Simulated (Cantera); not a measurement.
An adiabatic, constant-volume homogeneous reactor starts with C3H8 : O2 : N2 : CO2 = 1 : 2.78 : 30.6 : 2 (molar parts), equivalence ratio 1.8, at 1148 K and 3750 Torr. Integrator tolerance rtol = 1e-08.

Cantera simulation using GRI-Mech 3.0 (53 species, 325 reactions); the numbers are that mechanism's predictions, not measurements. GRI-Mech 3.0 was tuned for natural gas; its chemistry of propane as a main component is partial and can be far from experiment.

Task: What does this change do: initial temperature 1148 to 1700 K?

Result: 
```csv
quantity,before,after
time of steepest temperature rise,16.0 ms,13.4 µs
temperature at 2.00 s,1919 K,2440 K
equilibrium temperature,1919 K,2440 K
x(C3H8) at 2.00 s,<1e-12 (gas-phase equilibrium <1e-12),<1e-12 (gas-phase equilibrium <1e-12)
x(O2) at 2.00 s,1.39e-8 (gas-phase equilibrium 1.39e-8),2.01e-5 (gas-phase equilibrium 2.01e-5)
x(CO2) at 2.00 s,0.0445 (gas-phase equilibrium 0.0445),0.0403 (gas-phase equilibrium 0.0403)
x(CH2) at 2.00 s,<1e-12 (gas-phase equilibrium <1e-12),<1e-12 (gas-phase equilibrium <1e-12)
x(HO2) at 2.00 s,1.21e-11 (gas-phase equilibrium 1.21e-11),1.69e-8 (gas-phase equilibrium 1.69e-8)
```

Task: What does this change do: O2 2.78 to 4.7 parts?

Result: 
| quantity | before | after |
|---|---|---|
| time of steepest temperature rise | 16.0 ms | 10.8 ms |
| temperature at 2.00 s | 1919 K | 2542 K |
| equilibrium temperature | 1919 K | 2542 K |
| x(C3H8) at 2.00 s | <1e-12 (gas-phase equilibrium <1e-12) | <1e-12 (gas-phase equilibrium <1e-12) |
| x(O2) at 2.00 s | 1.39e-8 (gas-phase equilibrium 1.39e-8) | 0.00351 (gas-phase equilibrium 0.00351) |
| x(CO2) at 2.00 s | 0.0445 (gas-phase equilibrium 0.0445) | 0.102 (gas-phase equilibrium 0.102) |
| x(CH2) at 2.00 s | <1e-12 (gas-phase equilibrium <1e-12) | <1e-12 (gas-phase equilibrium <1e-12) |
| x(HO2) at 2.00 s | 1.21e-11 (gas-phase equilibrium 1.21e-11) | 1.33e-6 (gas-phase equilibrium 1.33e-6) |
